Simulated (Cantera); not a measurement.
A closed system holds: 1 mol Al2O3, 50 mol H2, 66 mol N2, held at 1427 °C and 53000 Pa.

These are equilibrium values from Cantera (NASA tables, ideal gas, pure condensed phases), not measurements of a reactor. Candidate condensed phases: Al, AlN, Al2O3, H2O; 35 gas species. Mutual solubility and eutectic melting of coexisting phases are not modelled. Kinetics and transport are ignored.

Base state: N2 0.569, H2 0.431, H 0.000133, H2O 1.70e-5 (mole fractions); condensed: AlN(s) + Al2O3(s).

Task: What changes in the equilibrium state with this change: pressure from 53000 Pa to 500 Pa?

Result: 
| species | before | after |
|---|---|---|
| N2 | 0.569 | 0.569 |
| H2 | 0.431 | 0.430 |
| H | 0.000133 | 0.00137 |
| H2O | 1.70e-5 | 1.64e-5 |
| AlN(s), mol | 0.00130 | 0 |
| Al2O3(s), mol | 0.999 | 0.999 |

Task: What changes in the equilibrium state with this change: Al2O3 replaced by Fe2O3?

Result: 
```tsv
species	before	after
N2	0.569	0.569
H2	0.431	0.405
H2O	1.70e-5	0.0259
Fe	0	1.19e-5
H	0.000133	0.000129
AlN(s), mol	0.00130	0
Al2O3(s), mol	0.999	0
Fe(δ), mol	0	2.00
```
Further candidate phases: Fe, FeO, Fe(OH)2, Fe(OH)3, Fe2O3, Fe3O4.
